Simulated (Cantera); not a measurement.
Feed: 1 mol Si, 3.9 mol HCl, 0.53 mol H₂, 4 mol F₂, at 1173 K and 0.0383 Torr.

Cantera equilibrium calculation (NASA polynomials, part measured and part estimated; ideal gas, pure solids and liquids). Candidate condensed phases: Si; 37 gas species. Rates play no part.

### Question
What is the equilibrium state?

### Answer
```json
{
 "x(HF)": "0.496",
 "x(Cl)": "0.159",
 "x(SiF₄)": "0.124",
 "x(HCl)": "0.119",
 "x(Cl₂)": "0.103",
 "x(ClF)": "1.70e-6",
 "x(F)": "1.02e-6",
 "gas_amount": "8.071 mol",
 "log10 activity of Si(s) (absent)": "-29.97"
}
```
